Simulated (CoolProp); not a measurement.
Vapour-liquid equilibrium of nitrogen (1) + carbon monoxide (2) at 14.6 bar; x and y are mole fractions of (1).

The numbers come from the multi-fluid Helmholtz-energy mixture model, Span 2000 and Lemmon 2006; pair parameters Gernert 2013 in CoolProp.

| x | bubble temperature (°C) | y at the bubble point | dew temperature at overall composition x (°C) | liquid density (mol/L) |
|---|---|---|---|---|
| 0.05 | -158.1 | 0.062 | -158.1 | 21.84 |
| 0.2 | -159.1 | 0.239 | -158.9 | 21.91 |
| 0.35 | -160.1 | 0.402 | -159.8 | 21.97 |
| 0.5 | -160.9 | 0.553 | -160.6 | 22.02 |
| 0.65 | -161.7 | 0.693 | -161.5 | 22.07 |
| 0.8 | -162.4 | 0.827 | -162.3 | 22.12 |
| 0.95 | -163.0 | 0.957 | -163.0 | 22.18 |

No azeotrope shows between x = 0.05 and 0.95.

The pair parameters rest on a limited set of measurements; away from them the model extrapolates.
